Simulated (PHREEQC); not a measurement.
Model water analysis in mg/L, 30 °C, pH 6.24, pe 10.6:

```csv
constituent,mg/L
Na,167
K,0.59
Ca,34.3
Mg,53.5
Cl,78.8
S(6) as SO4,302
Alkalinity as HCO3,303
F,1.68
```

Valence states are taken as typed.

The numbers come from PHREEQC with the ion-association model, phreeqc.dat.

The ionic strength comes out as 0.0172 mol/kgw. What activity coefficients do Ca+2, SO4-2, CaHCO3+, F-, K+ get?

Ca+2 0.60, SO4-2 0.60, CaHCO3+ 0.88, F- 0.87, K+ 0.87.

This is a speciation only: nothing precipitates in the calculation.
